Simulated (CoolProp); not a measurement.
Vapour-liquid equilibrium of carbon dioxide (1) + CH3F (R41) (2) at 589 kPa; x and y are mole fractions of (1).

Computed with CoolProp (multi-fluid Helmholtz-energy mixture model, Span 1996 and Lemmon 2006; pair parameters Bell 2016).

```tsv
x	bubble temperature (K)	y at the bubble point	dew temperature at overall composition x (K)	liquid density (mol/L)
0.05	232.9	0.078	233.2	23.44
0.15	231.2	0.219	232.0	23.75
0.25	229.6	0.345	230.8	24.06
0.35	228.2	0.460	229.5	24.37
0.45	226.8	0.565	228.3	24.69
0.55	225.4	0.663	227.0	25.01
0.65	224.1	0.753	225.6	25.35
0.75	222.8	0.835	224.1	25.68
0.85	221.5	0.908	222.5	26.02
0.95	220.2	0.972	220.7	26.36
```

No azeotrope shows between x = 0.05 and 0.95.

Pair parameters are fitted to limited data, so mixtures are less certain than the pure fluids.
